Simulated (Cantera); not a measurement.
Feed: 1 mol CH₃SiH₃, 2.8 mol HCl, 1.6 mol H₂, at 1148.15 K and 0.00320 bar.

Cantera equilibrium calculation (NASA polynomials, part measured and part estimated; ideal gas, pure solids and liquids). Candidate condensed phases: C, C₆H₆, C₇H₈, C₈H₁₈, Si, SiC; 109 gas species. The feed counts by its element totals alone. The tables' values for SiCl₃ are old estimates; treat these amounts as uncertain. The numbers say what is thermodynamically allowed, not how fast it happens.

Base state: H₂ 0.645, HCl 0.346, SiCl₄ 0.00796, SiCl₃ 0.000597, SiCl₂ 0.000494, SiHCl₃ 0.000298, CH₄ 3.16e-5 (mole fractions); condensed: C(graphite) + SiC(s).

Problem. What changes in the equilibrium state with this change: temperature from 1148.15 K to 2575 K?

Solution. 
```json
[
 {"species": "H", "before": "1.02e-6", "after": "0.341"},
 {"species": "H₂", "before": "0.645", "after": "0.310"},
 {"species": "HCl", "before": "0.346", "after": "0.142"},
 {"species": "Si", "before": "<1e-9", "after": "0.0642"},
 {"species": "SiC₂", "before": "<1e-9", "after": "0.0205"},
 {"species": "Cl", "before": "4.83e-7", "after": "0.110"},
 {"species": "SiCl₄", "before": "0.00796", "after": "<1e-9"},
 {"species": "SiCl", "before": "<1e-9", "after": "0.00318"},
 {"species": "Si₂C", "before": "<1e-9", "after": "0.000977"},
 {"species": "C₃", "before": "<1e-9", "after": "0.000482"},
 {"species": "SiH", "before": "<1e-9", "after": "0.000478"},
 {"species": "C(graphite), mol", "before": "0.0684", "after": "0.419"},
 {"species": "SiC(s), mol", "before": "0.931", "after": "0"}
]
```
The tables' values for SiCl are old estimates; treat these amounts as uncertain. Gases not in the tables: Si₂H₆ and higher silanes.

Problem. What changes in the equilibrium state with this change: pressure from 0.00320 bar to 0.0133 bar?

Solution. 
```json
[
 {"species": "H₂", "before": "0.645", "after": "0.673"},
 {"species": "HCl", "before": "0.346", "after": "0.306"},
 {"species": "SiCl₄", "before": "0.00796", "after": "0.0186"},
 {"species": "CH₄", "before": "3.16e-5", "after": "0.000144"},
 {"species": "SiHCl₃", "before": "0.000298", "after": "0.000821"},
 {"species": "SiCl₂", "before": "0.000494", "after": "0.000370"},
 {"species": "SiCl₃", "before": "0.000597", "after": "0.000789"},
 {"species": "C(graphite), mol", "before": "0.0684", "after": "0.148"},
 {"species": "SiC(s), mol", "before": "0.931", "after": "0.851"}
]
```
